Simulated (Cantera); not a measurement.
## Formation from one mole of O2

Cantera with NASA thermochemical tables; ideal gases at 1 bar, condensed phases pure. Values are per mole of reaction as written; species without (g) are pure solids or liquids, kept so even where they would boil at 1 bar.

C + O2(g) → CO2(g)

```json
[
 {"T (K)": "300", "ΔH° (kJ)": "-393.5", "ΔS° (J/K)": "2.9", "ΔG° (kJ)": "-394.4", "log10 K": "68.67"},
 {"T (K)": "1550", "ΔH° (kJ)": "-395.8", "ΔS° (J/K)": "0.3", "ΔG° (kJ)": "-396.3", "log10 K": "13.35"},
 {"T (K)": "1650", "ΔH° (kJ)": "-396.0", "ΔS° (J/K)": "0.2", "ΔG° (kJ)": "-396.3", "log10 K": "12.55"},
 {"T (K)": "1750", "ΔH° (kJ)": "-396.2", "ΔS° (J/K)": "0.0", "ΔG° (kJ)": "-396.3", "log10 K": "11.83"},
 {"T (K)": "1850", "ΔH° (kJ)": "-396.5", "ΔS° (J/K)": "-0.1", "ΔG° (kJ)": "-396.3", "log10 K": "11.19"},
 {"T (K)": "1950", "ΔH° (kJ)": "-396.7", "ΔS° (J/K)": "-0.2", "ΔG° (kJ)": "-396.3", "log10 K": "10.62"},
 {"T (K)": "2050", "ΔH° (kJ)": "-397.0", "ΔS° (J/K)": "-0.3", "ΔG° (kJ)": "-396.3", "log10 K": "10.10"},
 {"T (K)": "2150", "ΔH° (kJ)": "-397.2", "ΔS° (J/K)": "-0.5", "ΔG° (kJ)": "-396.2", "log10 K": "9.63"},
 {"T (K)": "2250", "ΔH° (kJ)": "-397.5", "ΔS° (J/K)": "-0.6", "ΔG° (kJ)": "-396.2", "log10 K": "9.20"}
]
```

V + O2(g) → VO2(g)

```csv
T (K),ΔH° (kJ),ΔS° (J/K),ΔG° (kJ),log10 K,condensed phases
300,-232.7,31.1,-242.0,42.13,V(s)
1550,-244.9,16.0,-269.7,9.09,V(s)
1650,-246.5,15.0,-271.3,8.59,V(s)
1750,-248.2,14.0,-272.7,8.14,V(s)
1850,-250.0,13.0,-274.1,7.74,V(s)
1950,-251.9,12.0,-275.3,7.37,V(s)
2050,-254.1,10.9,-276.5,7.04,V(s)
2150,-256.3,9.8,-277.5,6.74,V(s)
2250,-281.8,-1.8,-277.8,6.45,V(l)
```

1.333 B + O2(g) → 0.6667 B2O3(g)

| T (K) | ΔH° (kJ) | ΔS° (J/K) | ΔG° (kJ) | log10 K |
|---|---|---|---|---|
| 300 | -557.3 | -23.7 | -550.2 | 95.80 |
| 1550 | -562.1 | -28.9 | -517.3 | 17.43 |
| 1650 | -562.7 | -29.3 | -514.4 | 16.28 |
| 1750 | -563.4 | -29.7 | -511.4 | 15.27 |
| 1850 | -564.0 | -30.0 | -508.4 | 14.36 |
| 1950 | -564.7 | -30.4 | -505.4 | 13.54 |
| 2050 | -565.5 | -30.8 | -502.4 | 12.80 |
| 2150 | -566.3 | -31.2 | -499.3 | 12.13 |
| 2250 | -567.1 | -31.5 | -496.1 | 11.52 |
